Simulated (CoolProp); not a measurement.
R123 along the isobar 196 bar: Z from the reference equation and from simpler models built on Tc = 456.8 K, pc = 36.62 bar, ω = 0.282; each cubic takes its own stable root.

Values from CoolProp's reference Helmholtz-energy equation of state, Younglove 1994. It is a modified Benedict-Webb-Rubin equation, recast in Helmholtz form.

```csv
T (K),phase,reference
376.5,liquid,0.7146
385.3,liquid,0.7090
394.2,liquid,0.7041
403,liquid,0.6999
411.8,liquid,0.6964
420.6,liquid,0.6936
429.4,liquid,0.6915
438.3,liquid,0.6901
447.1,liquid,0.6894
455.9,liquid,0.6895
464.7,supercritical,0.6903
473.5,supercritical,0.6919
482.4,supercritical,0.6943
491.2,supercritical,0.6974
500,supercritical,0.7014
```

Question: How far does each simpler model (Redlich-Kwong, Peng-Robinson) lie from the reference over these 15 states: mean and median of the absolute difference, and the worst?

Answer: 
- Redlich-Kwong: mean 8.6 %, median 8.8 %, worst +9.8 % at 376.5 K and 196 bar
- Peng-Robinson: mean 3.0 %, median 3.2 %, worst -4.2 % at 376.5 K and 196 bar
